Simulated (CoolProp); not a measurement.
R1132(E) at 293.15 K and 0.2 MPa is throttled through a valve to 0.112 MPa with no heat exchange. Each further row changes one setting.

Values from CoolProp's reference Helmholtz-energy equation of state, Akasaka 2024.

```csv
case,temperature change (K),final density (kg/m³)
as stated,-1.5,3.00
outlet pressure 0.0336 MPa,-2.8,0.895
outlet pressure 0.146 MPa,-0.9,3.92
```
